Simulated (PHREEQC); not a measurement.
Consider water at 25 °C with 0.018 mol HBr, 0.23 mol NaCl and 3.5e-05 mol MnSO4 per kg of water. Closed to the air; pH follows from the charge balance.

Model: ion-association model, wateq4f.dat, run in PHREEQC.

```csv
quantity,before,after
pH,1.85,2.15
Mn+2 (mol/kgw),2.71e-5,2.71e-5
SO4-2 (mol/kgw),1.91e-5,2.22e-5
HSO4- (mol/kgw),9.96e-6,5.85e-6
MnCl+ (mol/kgw),7.49e-6,7.55e-6
MnCl2 (mol/kgw),3.58e-7,3.64e-7
SI of Pyrochroite (Mn(OH)2),-16.59,-15.99
```

### Question
Which change was made?
A) NaCl from 0.23 to 0.023 mol/kgw
B) diluted 5-fold with water
C) NaCl replaced by RbCl at the same molality
D) HBr from 0.018 to 0.009 mol/kgw

### Answer
D, HBr from 0.018 to 0.009 mol/kgw

Precipitation was switched off in this run.
